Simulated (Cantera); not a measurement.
**Moist CO burnout**

An isothermal, constant-pressure homogeneous reactor starts with 1.44 % CO, 1.17 % O2, 7.63 % H2O, 89.8 % N2, at 925 K and 105 Torr.

Detailed kinetics in Cantera: GRI-Mech 3.0 (53 species, 325 reactions).

```json
[
 {"t (s)": "0.000100", "x CO": "0.0144", "x O2": "0.0117", "x H2O": "0.0763", "x NO2": "<1e-12", "x HO2": "<1e-12"},
 {"t (s)": "0.000387", "x CO": "0.0144", "x O2": "0.0117", "x H2O": "0.0763", "x NO2": "<1e-12", "x HO2": "<1e-12"},
 {"t (s)": "0.00150", "x CO": "0.0144", "x O2": "0.0117", "x H2O": "0.0763", "x NO2": "<1e-12", "x HO2": "<1e-12"},
 {"t (s)": "0.00578", "x CO": "0.0144", "x O2": "0.0117", "x H2O": "0.0763", "x NO2": "<1e-12", "x HO2": "8.77e-12"},
 {"t (s)": "0.0224", "x CO": "0.0144", "x O2": "0.0117", "x H2O": "0.0763", "x NO2": "<1e-12", "x HO2": "6.24e-10"},
 {"t (s)": "0.0865", "x CO": "0.0142", "x O2": "0.0116", "x H2O": "0.0763", "x NO2": "<1e-12", "x HO2": "1.83e-6"},
 {"t (s)": "0.334", "x CO": "0.00142", "x O2": "0.00533", "x H2O": "0.0766", "x NO2": "1.32e-11", "x HO2": "9.01e-7"},
 {"t (s)": "1.29", "x CO": "8.03e-5", "x O2": "0.00457", "x H2O": "0.0768", "x NO2": "2.59e-10", "x HO2": "3.02e-7"},
 {"t (s)": "5.00", "x CO": "5.74e-6", "x O2": "0.00452", "x H2O": "0.0769", "x NO2": "1.00e-9", "x HO2": "3.38e-8"}
]
```
x: mole fraction; the columns are a selection and need not sum to one.

Equilibrium at this temperature and pressure: CO 2.24e-12, O2 0.00452, H2O 0.0769, NO2 1.05e-8, HO2 7.67e-12 (gas phase only).
